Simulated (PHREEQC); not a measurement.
Make-up at 20 °C: 3.9 mol NaCl, 0.18 mol K2SO4 and 0.0018 mol H4SiO4 per kg of water. It is in equilibrium with CO2 at log p = -2 (atm). Otherwise closed; pH follows from the charge balance.

The numbers come from PHREEQC with the Pitzer model, pitzer.dat.

**Question.** The ionic strength comes out as 4.44 mol/kgw. What activity coefficients do SO4-2, Cl-, H+, K+, HSO4- get?

**Answer.** SO4-2 0.013, Cl- 0.58, H+ 2.8, K+ 0.65, HSO4- 0.42. Single-ion values are on the MacInnes scale.

Precipitation was switched off in this run. Saturation is exceeded, for instance for SiO2(a); the values hold only as long as no solid forms. In brines, pH and single-ion activities rest on the MacInnes convention.
